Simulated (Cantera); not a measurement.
## Thermodynamics of sublimation and decomposition of ceramics, feed MgO + C + H2

A closed system holds: 1 mol MgO, 0.015 mol C, 1.8 mol H2, at 7.50 Torr.

Cantera equilibrium calculation (NASA polynomials, part measured and part estimated; ideal gas, pure solids and liquids). Candidate condensed phases: C, C6H6, C7H8, C8H18, H2O, Mg, MgCO3, MgO, Mg(OH)2; 116 gas species. The tables' values for MgH are old estimates; treat these amounts as uncertain. Rates play no part.

From 1550 K to 2225 K the condensed part is MgO(s). The main Mg-bearing gas is Mg throughout.

| T (K) | x H2 | x Mg | x H2O | x H | x CO | x OH | n MgO(s) |
|---|---|---|---|---|---|---|---|
| 1550 | 0.983 | 0.00823 | 4.19e-5 | 0.000312 | 0.00819 | 4.48e-10 | 0.985 |
| 1625 | 0.982 | 0.00841 | 0.000231 | 0.000699 | 0.00819 | 6.92e-9 | 0.985 |
| 1700 | 0.980 | 0.00919 | 0.00101 | 0.00146 | 0.00818 | 7.80e-8 | 0.983 |
| 1775 | 0.974 | 0.0115 | 0.00338 | 0.00286 | 0.00815 | 6.16e-7 | 0.979 |
| 1850 | 0.961 | 0.0167 | 0.00857 | 0.00528 | 0.00809 | 3.48e-6 | 0.969 |
| 1925 | 0.939 | 0.0260 | 0.0180 | 0.00926 | 0.00798 | 1.53e-5 | 0.951 |
| 2000 | 0.902 | 0.0412 | 0.0333 | 0.0154 | 0.00780 | 5.69e-5 | 0.921 |
| 2075 | 0.847 | 0.0642 | 0.0563 | 0.0245 | 0.00753 | 0.000186 | 0.873 |
| 2150 | 0.769 | 0.0965 | 0.0886 | 0.0370 | 0.00715 | 0.000550 | 0.801 |
| 2225 | 0.668 | 0.139 | 0.130 | 0.0529 | 0.00664 | 0.00150 | 0.695 |
x: gas mole fraction; n: condensed amount in mol.
